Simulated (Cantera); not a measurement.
A perfectly stirred reactor is fed with H₂ : O₂ : N₂ = 0.46 : 1 : 0.97 (molar parts), equivalence ratio 0.23, at 0.310 bar; it is held at 1250 K, and followed from long to short residence time.

Model: GRI-Mech 3.0 (53 species, 325 reactions), integrated in Cantera. The temperature is held fixed by assumption; the heat of reaction is taken as removed at once.

x: mole fraction; the columns are a selection and need not sum to one.

| τ (s) | x H₂ | x O₂ | x NO₂ | x H₂O₂ | x NO |
|---|---|---|---|---|---|
| 9.0 | 2.43e-5 | 0.350 | 8.60e-9 | 1.70e-7 | … |
| 3.1 | 4.92e-5 | 0.350 | 7.75e-9 | 2.84e-7 | … |
| 1.1 | 9.78e-5 | 0.350 | 5.71e-9 | 4.55e-7 | … |
| 0.38 | 0.000197 | 0.350 | 3.54e-9 | 7.16e-7 | … |
| 0.13 | 0.000397 | 0.350 | 1.99e-9 | 1.10e-6 | … |
| 0.046 | 0.000772 | 0.350 | 1.20e-9 | 1.63e-6 | … |
| 0.016 | 0.00149 | 0.350 | 8.79e-10 | 2.37e-6 | … |
| 0.0056 | 0.00281 | 0.349 | 7.79e-10 | 3.29e-6 | … |
| 0.0020 | 0.00513 | 0.349 | 7.33e-10 | 4.36e-6 | … |
| 0.00068 | 0.00945 | 0.348 | 6.65e-10 | 5.57e-6 | … |
| 0.00024 | 0.0168 | 0.347 | 5.57e-10 | 6.56e-6 | … |

### Question
Fill in the missing entries.

### Answer

- 9.0, x NO: 5.09e-7
- 3.1, x NO: 4.24e-7
- 1.1, x NO: 3.20e-7
- 0.38, x NO: 2.28e-7
- 0.13, x NO: 1.66e-7
- 0.046, x NO: 1.43e-7
- 0.016, x NO: 1.66e-7
- 0.0056, x NO: 2.55e-7
- 0.0020, x NO: 4.34e-7
- 0.00068, x NO: 7.58e-7
- 0.00024, x NO: 1.19e-6
